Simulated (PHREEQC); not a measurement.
A solution holds 0.09 mol HNO3, 0.00078 mol H4SiO4 and 0.0033 mol KH2PO4 per kg of water, at 25 °C. Closed to the air; pH follows from the charge balance.

All values are PHREEQC results (ion-association model, phreeqc.dat), not measurements.

```json
[
 {"quantity": "pH", "before": "1.14", "after": "0.97"},
 {"quantity": "SI of SiO2(a) (SiO2)", "before": "-0.38", "after": "-0.38"}
]
```

Question: Name the change that produced these shifts.
A) 0.0061 mol/kgw HCl added
B) HNO3 left out
C) KH2PO4 left out
D) KH2PO4 replaced by KNO3 at the same molality
E) HNO3 from 0.09 to 0.135 mol/kgw

Answer: E, HNO3 from 0.09 to 0.135 mol/kgw

This is a speciation only: nothing precipitates in the calculation. Some of these states are supersaturated (in Quartz (slow to form), Chalcedony (slow to form), for instance).
